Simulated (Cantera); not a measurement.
A closed system holds: 1 mol SiH2Cl2, a varied amount of N2, held at 1400 °C and 500 Pa.

Cantera equilibrium calculation (NASA polynomials, part measured and part estimated; ideal gas, pure solids and liquids). Candidate condensed phases: NH4Cl, Si, Si3N4; 28 gas species. The numbers say what is thermodynamically allowed, not how fast it happens.

Question: What share of the Si ends up in condensed phases as a function of n(N2) (mol), at 1.6, 2.2, 3.1, 4.3, 5.9, 8.2, 11, 16, 22, 30, 42, 58?

Answer: 
| n(N2) (mol) | Si condensed (%) | as |
|---|---|---|
| 1.6 | 25.7 | Si3N4(s) |
| 2.2 | 26.8 | Si3N4(s) |
| 3.1 | 27.9 | Si3N4(s) |
| 4.3 | 28.7 | Si3N4(s) |
| 5.9 | 29.3 | Si3N4(s) |
| 8.2 | 29.8 | Si3N4(s) |
| 11 | 30.1 | Si3N4(s) |
| 16 | 30.4 | Si3N4(s) |
| 22 | 30.6 | Si3N4(s) |
| 30 | 30.7 | Si3N4(s) |
| 42 | 30.8 | Si3N4(s) |
| 58 | 30.8 | Si3N4(s) |
